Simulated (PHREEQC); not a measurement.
A solution holds 0.072 mol HBr, 0.0076 mol KCl and 0.078 mol CaBr2 per kg of water, at 25 °C. Closed to the air; pH follows from the charge balance.

Equilibrium calculation in PHREEQC: ion-association model, phreeqc.dat.

- pH = 1.25
- ionic strength = 0.314 mol/kgw
- activity of water = 0.993
- specific conductance = 38100 µS/cm
- density = 1.014 g/cm³
- total alkalinity = -72.0 meq/kg

```json
[
 {"species": "Br-", "molality": "0.228", "activity": "0.149", "log γ": "-0.184"},
 {"species": "Ca+2", "molality": "0.0780", "activity": "0.0223", "log γ": "-0.543"},
 {"species": "H+", "molality": "0.0720", "activity": "0.0562", "log γ": "-0.108"},
 {"species": "Cl-", "molality": "0.00760", "activity": "0.00519", "log γ": "-0.166"},
 {"species": "K+", "molality": "0.00760", "activity": "0.00515", "log γ": "-0.169"}
]
```

Precipitation was switched off in this run.
